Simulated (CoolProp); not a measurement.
Vapour-liquid equilibrium of R152A (1) + isobutene (2) at 18.4 bar; x and y are mole fractions of (1).

The numbers come from the multi-fluid Helmholtz-energy mixture model, Outcalt 1996 and Lemmon 2005; pair parameters Bell 2016 in CoolProp.

**Question.** Give the bubble temperature and the first vapour's composition at x = 0.05, 0.125, 0.35. Is there an azeotrope?

**Answer.** x = 0.05: 95.3 °C, y = 0.105; x = 0.125: 89.2 °C, y = 0.234; x = 0.35: 77.8 °C, y = 0.490. y crosses x between x = 0.875 and 0.95: the model has an azeotrope there.

The pair parameters rest on a limited set of measurements; away from them the model extrapolates.
